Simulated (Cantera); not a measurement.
Feed: 1 mol Si, 0.18 mol H₂O, 48 mol N₂, at 1673 K.

Method: chemical equilibrium by Gibbs-energy minimisation in Cantera with the NASA 1993 tables (ideal gas, pure condensed phases). Candidate condensed phases: H₂O, Si, SiO₂, Si₂N₂O, Si₃N₄; 35 gas species. Mutual solubility and eutectic melting of coexisting phases are not modelled. Kinetics and transport are ignored.

Question: At 0.400 bar, list the 4 most abundant gas species with their mole fractions, and the condensed phases.

Answer: N₂ 0.996, H₂ 0.00378, SiO 1.26e-5, H 1.11e-5. Condensed: Si₂N₂O(s) + Si₃N₄(s).
